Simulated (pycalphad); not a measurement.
# Effect of B content in Ti-Hf-B

Computed with pycalphad from the COST 507 light-alloy database (1999), at 1 atm. These are 1990s assessments: newer ones move some temperatures and phases. Phase fractions are per mole of atoms. Kinetics are ignored, which matters at the lower temperatures.

```csv
alloy,liquidus (°C),first solid,solidus (°C),phases at 627 °C
Ti-4.14Hf-5.51B (at.%),1560,BCC_A2,1542,"HCP_A3 0.89, BM 0.11"
Ti-4.14Hf-7.35B (at.%),1552,BM,1542,"HCP_A3 0.85, BM 0.15"
Ti-4.14Hf-14.7B (at.%),1659,BM,1542,"HCP_A3 0.71, BM 0.29"
Ti-4.14Hf-22.05B (at.%),1776,BM,1542,"HCP_A3 0.56, BM 0.44"
```

Database names, with the compositions (at.%) that they take in these runs: BM: Ti 49 B 50 Hf 0. BCC_A2 is bcc; HCP_A3 is hcp.
